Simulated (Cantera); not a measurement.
Low-pressure radical oxidation in H2/O2

An isothermal, constant-pressure homogeneous reactor starts with 24.2 % H2, 75.8 % O2, at 1025 K and 10.00 Torr.

Detailed kinetics in Cantera: the H2/O2 subset of GRI-Mech 3.0, which has no nitrogen chemistry. Radical loss at walls, strong at low pressure, is not modelled. The temperature is held fixed by assumption; the heat of reaction is taken as removed at once.

```
t (s)        x H2   x O2       x O     x HO2    x H2O2
--------  -------  -----  --------  --------  --------
1.00e-5     0.242  0.758  1.15e-12  3.47e-11    <1e-12
4.64e-5     0.242  0.758  2.17e-11  1.61e-10    <1e-12
0.000215    0.242  0.758  4.00e-10  7.56e-10    <1e-12
0.00100     0.242  0.758   1.16e-7   6.81e-9  7.42e-12
0.00464    0.0140  0.663    0.0432   1.49e-5   3.42e-7
0.0215    0.00118  0.720   0.00349   1.34e-5   6.20e-7
0.100     3.14e-5  0.724   9.10e-5   1.86e-6   2.53e-7
0.464     1.71e-6  0.724   6.40e-6   1.81e-7   6.36e-8
2.15      1.91e-7  0.724   8.49e-7   2.64e-8   1.65e-8
10.0      3.08e-8  0.724   1.47e-7   5.03e-9   4.17e-9
```
x: mole fraction; the columns are a selection and need not sum to one.

Equilibrium at this temperature and pressure: H2 5.11e-10, O2 0.724, O 2.45e-9, HO2 1.96e-9, H2O2 1.04e-10 (gas phase only).
